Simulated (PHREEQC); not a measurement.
0.27 g of hydrous ferric oxide (600 m²/g; 0.2 weak and 0.005 strong sites per Fe, Dzombak-Morel constants, diffuse double layer) in 1 kg of water with 0.001 mol/kgw of an inert sodium salt and 7e-06 mol/kgw Ag2SO4, at 25 °C; the pH is set by adding NaOH or the inert anion's acid. Oxygen alone is held at its pressure in air (log pO2 = -0.68). CO2 from the air is kept out. Precipitation was switched off in this run.

The series has 13 steps of pH, from 3 to 11.

Model: ion-association model, wateq4f.dat, run in PHREEQC.

Near which pH is half of the S sorbed, and on which side is more sorbed?

Near pH 6.7, with more sorbed at lower pH.

Near which pH is half of the Ag sorbed, and on which side is more sorbed?

Near pH 6.9, with more sorbed at higher pH.

Complexes and solids missing from the database can't appear. The oxide is taken as insoluble; below pH 4 it would dissolve.
